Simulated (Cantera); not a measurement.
A perfectly stirred reactor is fed with 5.94 % C3H8, 19.8 % O2, 74.3 % N2, equivalence ratio 1.5, at 10.0 bar; it is adiabatic with a 775 K inlet, and is followed from long to short residence time, starting on the burning branch (τ in s: 0.083, 0.039, 0.019, 0.0089, 0.0042, 0.002, 0.00094, 0.00045, 0.00021, 0.0001, 4.8e-05).

Detailed kinetics in Cantera: GRI-Mech 3.0 (53 species, 325 reactions). GRI-Mech 3.0 was tuned for natural gas; its chemistry of propane as a main component is partial and can be far from experiment.

One state of this run: T (K) = 2323; x C3H8 = 1.76e-6; x O2 = 0.000293; x C2H6 = 9.91e-8; x H = 0.00145; x CH2 = 3.63e-6; x C2H2 = 0.000412; x HO2 = 1.68e-7. x: mole fraction; the columns are a selection and need not sum to one.

Q: Which value of τ (s) does it belong to?
A. 0.0042
B. 0.0020
C. 0.00021
D. 0.00010

A: B, 0.0020
